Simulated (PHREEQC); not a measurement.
A column of 0.1 m (30 cells, dispersivity 0.0035 m, 720 s a shift, diffusion coefficient 3e-10 m²/s) holds 0.0025 eq of the database's cation exchanger X per kg of pore water, first in equilibrium with 21 mmol/kgw CaCl2 and 0.01 mmol/kgw HCl. It is flushed with 3.5 mmol/kgw KCl and 0.01 mmol/kgw HCl, at 15 °C. Values are for the last cell. The system is closed to CO2. No solid was allowed to form.

Equilibrium calculation in PHREEQC: ion-association model, phreeqc.dat.

```csv
pore volumes,K in solution (mol/kgw),Ca in solution (mol/kgw),Cl in solution (mol/kgw),KX on the exchanger (mol/kgw),CaX2 on the exchanger (mol/kgw)
0,0,0.0210,0.0420,0,0.00125
0.4167,9.01e-7,0.0210,0.0420,3.47e-8,0.00125
0.8167,0.000686,0.0156,0.0318,3.05e-5,0.00123
1.217,0.00208,0.00441,0.0109,0.000168,0.00117
1.617,0.00249,0.000998,0.00450,…,0.00105
2.017,0.00277,0.000410,0.00361,0.000655,0.000922
2.417,…,…,0.00352,0.000852,0.000824
2.817,0.00313,0.000183,0.00351,0.001000,0.000750
3.217,0.00322,…,0.00351,0.00112,0.000692
3.617,…,0.000116,0.00351,0.00121,0.000643
4.017,0.00331,9.73e-5,0.00351,0.00130,0.000602
```

What belongs in the gaps?


- 1.617, KX on the exchanger (mol/kgw): 0.000403
- 2.417, K in solution (mol/kgw): 0.00300
- 2.417, Ca in solution (mol/kgw): 0.000254
- 3.217, Ca in solution (mol/kgw): 0.000142
- 3.617, K in solution (mol/kgw): 0.00327
